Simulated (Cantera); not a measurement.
A perfectly stirred reactor is fed with 14.5 % NH₃, 85.5 % H₂, at 27000 Pa; it is held at 1850 K, and followed from long to short residence time.

Model: the gas-phase N/H chemistry of the illustrative SiF4/NH3 mechanism in the Surface Chemkin manual (1991), integrated in Cantera. Walls and surfaces, which speed up NH3 decomposition in real reactors, are not modelled.

One state of this run: x NH₃ = 0.136; x H₂ = 0.860; x N = 1.78e-7; x NH₂ = 0.000150; x NH = 2.59e-6; x N₂ = 0.00400; x H = 0.000347. x: mole fraction; the columns are a selection and need not sum to one.

Task: Which value of τ (s) does it belong to?
(A) 0.069
(B) 0.0084
(C) 1.6
(D) 0.0029

Result: A, 0.069
